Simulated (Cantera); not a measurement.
Mixture: H2 : O2 : N2 = 1 : 0.227 : 1.3 (molar parts), equivalence ratio 2.2, at 6.30 bar, adiabatic and at constant volume. Ignition delay is the time to a rise of 400 K.

Computed with Cantera and GRI-Mech 3.0 (53 species, 325 reactions). The hydrogen kinetics of GRI-Mech 3.0 are dated; newer H2 mechanisms differ, most at raised pressure. Where the delays flatten at high temperature, the 400 K rule measures the pace of heat release, not the induction time.

Task: Predict: delay at 1175 K; delay at 1225 K; delay at 1275 K; delay at 1325 K; delay at 1375 K; delay at 1425 K; delay at 1475 K; apparent activation energy between 1375 and 1475 K.

Result: 
```json
{
  "delay at 1175 K": "50.2 µs",
  "delay at 1225 K": "16.4 µs",
  "delay at 1275 K": "9.54 µs",
  "delay at 1325 K": "6.61 µs",
  "delay at 1375 K": "4.98 µs",
  "delay at 1425 K": "3.94 µs",
  "delay at 1475 K": "3.23 µs",
  "apparent activation energy between 1375 and 1475 K": "73 kJ/mol"
}
```
